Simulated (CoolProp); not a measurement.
Values from CoolProp's reference Helmholtz-energy equation of state, Lemmon 2006. It is a short technical equation, of lower accuracy than the large ones.

### Question
For C3F8 (R218), give the phase and the density (kg/m³), speed of sound (m/s), Joule-Thomson coefficient (K/MPa), fugacity coefficient at 296.5 K and 2.17 MPa; 392 K and 2.17 MPa.

### Answer
- 296.5 K and 2.17 MPa: liquid; density 1350, speed of sound 317, Joule-Thomson coefficient 0.140, fugacity coefficient 0.339
- 392 K and 2.17 MPa: gas; density 155, speed of sound 112, Joule-Thomson coefficient 7.15, fugacity coefficient 0.834
